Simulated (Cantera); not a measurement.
Feed: 1 mol C2H6, 0.029 mol H2O, equilibrated at 1 atm.

Equilibrium computed with Cantera from the NASA thermochemical tables; the gas is ideal and each condensed phase is pure. Candidate condensed phases: C, C6H6, C7H8, C8H18, H2O; 110 gas species. Kinetics and transport are ignored. All values below are at 1200 °C.

Base state: H2 0.988, CO 0.00949, CH4 0.00290, H2O 1.99e-5, H 1.25e-5 (mole fractions); condensed: C(graphite).

Q: What changes in the equilibrium state with this change: H2O from 0.029 to 1.3 mol?

A: 
| species | before | after |
|---|---|---|
| H2 | 0.988 | 0.766 |
| CO | 0.00949 | 0.232 |
| CH4 | 0.00290 | 0.00174 |
| CO2 | 7.72e-8 | 4.62e-5 |
| H2O | 1.99e-5 | 0.000377 |
| H | 1.25e-5 | 1.10e-5 |
| C(graphite), mol | 1.96 | 0.693 |
